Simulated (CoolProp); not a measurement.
Vapour-liquid equilibrium of nitrogen (1) + carbon monoxide (2) at 88.1 K; x and y are mole fractions of (1).

The numbers come from the multi-fluid Helmholtz-energy mixture model, Span 2000 and Lemmon 2006; pair parameters Gernert 2013 in CoolProp.

| x | bubble pressure (kPa) | y at the bubble point | dew pressure at overall composition x (kPa) | liquid density (mol/L) |
|---|---|---|---|---|
| 0.05 | 205.6 | 0.076 | 203.4 | 27.26 |
| 0.2 | 224.0 | 0.280 | 216.4 | 27.18 |
| 0.35 | 241.7 | 0.452 | 231.0 | 27.11 |
| 0.5 | 258.4 | 0.599 | 247.1 | 27.05 |
| 0.65 | 273.9 | 0.729 | 264.5 | 27.00 |
| 0.8 | 288.2 | 0.847 | 282.5 | 26.96 |
| 0.95 | 301.2 | 0.962 | 299.9 | 26.94 |

No azeotrope shows between x = 0.05 and 0.95.

The pair parameters rest on a limited set of measurements; away from them the model extrapolates.
